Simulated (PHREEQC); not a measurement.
A solution holds 0.0017 mol/kgw HCl and 0.23 mol/kgw NiSO4, at 85 °C. Closed to the air; pH follows from the charge balance.

Computed with PHREEQC (ion-association model, wateq4f.dat).

**Question.** The ionic strength comes out as 0.408 mol/kgw. What activity coefficients do NiCl+, Ni(SO4)2-2, Cl-, HSO4-, SO4-2 get?

**Answer.** NiCl+ 0.70, Ni(SO4)2-2 0.24, Cl- 0.63, HSO4- 0.65, SO4-2 0.19.

Precipitation was switched off in this run. Species that the database lacks are ignored. Constants without temperature data keep their 25 °C values here.
